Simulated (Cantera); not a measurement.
Charge: 1 mol Si, 0.023 mol O₂, 9.8 mol N₂, equilibrated at 101000 Pa.

These are equilibrium values from Cantera (NASA tables, ideal gas, pure condensed phases), not measurements of a reactor. Candidate condensed phases: Si, SiO₂, Si₂N₂O, Si₃N₄; 16 gas species. Mutual solubility and eutectic melting of coexisting phases are not modelled. Equilibrium is a limit: real reactors are often held back by kinetics, nucleation or transport. All values below are at 1700 °C.

Base state: N₂ 0.998, SiO 0.00187 (mole fractions); condensed: Si₂N₂O(s) + Si₃N₄(s).

Task: What changes in the equilibrium state with this change: pressure from 101000 Pa to 76000 Pa?

Result: 
```
species          before    after
--------------  -------  -------
N₂                0.998    0.997
SiO             0.00187  0.00275
Si              7.30e-6  1.18e-5
Si₂N₂O(s), mol   0.0288   0.0208
Si₃N₄(s), mol     0.308    0.311
```
